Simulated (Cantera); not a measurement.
Hydrogen reduction and annealing atmospheres: FeS2 + H2

Feed: 1 mol FeS2, 1.8 mol H2, held at 1048.15 K and 1 atm.

Cantera equilibrium calculation (NASA polynomials, part measured and part estimated; ideal gas, pure solids and liquids). Candidate condensed phases: Fe, FeS, FeS2, S; 8 gas species. FeS: taken at fixed stoichiometry. Gases not in the tables: S3 to S7. The numbers say what is thermodynamically allowed, not how fast it happens.

- x(H2S) = 0.555
- x(H2) = 0.445
- x(S2) = 0.000225
- x(SH) = 1.24e-5
- n(FeS(s)) = 1.00 mol
- gas amount = 1.800 mol
- log10 activity of S(l) (absent) = -2.31
- log10 activity of Fe(α) (absent) = -2.90
